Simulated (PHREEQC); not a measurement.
Leach liquor with nickel, zinc or cadmium bath: speciation

Solution A (1.2 mmol/kgw HCl and 0.41 mmol/kgw FeSO4) is mixed with solution B (120 mmol/kgw NiCl2 and 0.051 mmol/kgw H3BO3) at 25 °C; shares are by mass of water, 1 kg in all. The system is closed to oxygen. CO2 from the air is kept out. Solids allowed: Ni(OH)2, Ni4(OH)6SO4, Melanterite, Morenosite. Others were left out.

The series has 11 steps of share of solution B, from 0 to 1.

Model: ion-association model, wateq4f.dat, run in PHREEQC.

Question: Between which two steps does the pH jump most, and from what to what?

Answer: Between share of solution B = 0.9 and 1: from 4.03 to 5.68.
